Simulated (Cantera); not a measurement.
An isothermal, constant-pressure homogeneous reactor starts with CH3OH : O2 : N2 = 0.02 : 0.0035 : 1 (molar parts), equivalence ratio 8.6, at 1375 K and 0.987 atm.

Detailed kinetics in Cantera: GRI-Mech 3.0 (53 species, 325 reactions). GRI-Mech 3.0 was tuned for natural gas; its chemistry of methanol as a main component is partial and can be far from experiment.

x: mole fraction; the columns are a selection and need not sum to one.

```
t (s)      x CH3OH      x O2     x HCN   x CH2CO    x C2H6
--------  --------  --------  --------  --------  --------
0.000300    0.0194         ?  3.11e-11  2.35e-10   2.06e-8
0.00108     0.0166         ?  4.14e-10   5.11e-8   3.56e-8
0.00387    6.44e-8         ?   5.77e-9   1.00e-7   3.84e-8
0.0139    7.60e-10         ?   6.12e-8   7.74e-9   1.43e-8
0.0500    1.40e-10         ?   6.13e-8   1.81e-9   2.60e-9
0.180     3.68e-11         ?   6.13e-8  5.57e-10  4.89e-10
0.646     1.60e-11         ?   6.13e-8  2.68e-10  1.48e-10
2.32      1.40e-11  4.31e-10   6.13e-8  2.41e-10  1.26e-10
8.35      1.33e-11    <1e-12   6.12e-8  2.34e-10  1.25e-10
30.0      1.24e-11    <1e-12   6.08e-8  2.26e-10  1.24e-10
```

### Question
Some entries are withheld; supply them.

### Answer

- 0.000300, x O2: 0.00338
- 0.00108, x O2: 0.00287
- 0.00387, x O2: 0.000352
- 0.0139, x O2: 2.43e-6
- 0.0500, x O2: 4.57e-7
- 0.180, x O2: 1.23e-7
- 0.646, x O2: 2.49e-8
